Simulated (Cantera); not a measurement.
Fluorocarbon and chlorocarbon gases: CF4 + H2

Input: 1 mol CF4, a varied amount of H2, held at 1423 K and 0.0255 Torr.

Equilibrium computed with Cantera from the NASA thermochemical tables; the gas is ideal and each condensed phase is pure. Candidate condensed phases: C, C6H6, C7H8, C8H18; 95 gas species. Gases not in the tables: C2F6 and larger saturated fluorocarbons. Equilibrium is a limit: real reactors are often held back by kinetics, nucleation or transport.

```
n(H2) (mol)   x HF    x CF4      x H2     x CF2  n C(graphite)
-----------  -----  -------  --------  --------  -------------
0.45         0.537    0.461  1.02e-10   0.00148          0.224
0.71         0.687    0.311  2.04e-10   0.00122          0.354
0.97         0.789    0.209  3.29e-10  0.000996          0.484
1.2          0.856    0.142  4.69e-10  0.000821          0.599
1.5          0.922   0.0764  7.43e-10  0.000602          0.749
1.8          0.972   0.0267   1.40e-9  0.000356          0.900
2            1.000  4.40e-9   3.64e-6   1.45e-7          1.000
2.3          0.930   <1e-12    0.0696  6.53e-12          1.000
2.5          0.889   <1e-12     0.111  3.74e-12          1.000
2.8          0.833   <1e-12     0.166  2.19e-12          1.000
```
x: gas mole fraction; n: condensed amount in mol.

From 0.45 mol H2 to 2.8 mol H2 the condensed part is C(graphite). The main C-bearing gas is CF4 at 0.45 mol H2 and C2H2 (acetylene) at 2.8 mol H2.
